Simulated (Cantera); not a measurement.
Feed: 1 mol Fe, 0.026 mol O2, 3.2 mol H2, equilibrated at 1348 K and 27.0 Pa.

These are equilibrium values from Cantera (NASA tables, ideal gas, pure condensed phases), not measurements of a reactor. Candidate condensed phases: Fe, FeO, Fe(OH)2, Fe(OH)3, Fe2O3, Fe3O4, H2O; 12 gas species. The numbers say what is thermodynamically allowed, not how fast it happens.

**Question.** What is the equilibrium state?

**Answer.** 
```json
{
  "x(H2)": "0.984",
  "x(H2O)": "0.0162",
  "x(H)": "0.000140",
  "x(Fe)": "1.51e-5",
  "n(Fe(γ))": "1.000 mol",
  "gas_amount": "3.200 mol",
  "log10 activity of Fe(OH)2(s) (absent)": "-12.10",
  "log10 activity of Fe(OH)3(s) (absent)": "-20.52"
}
```
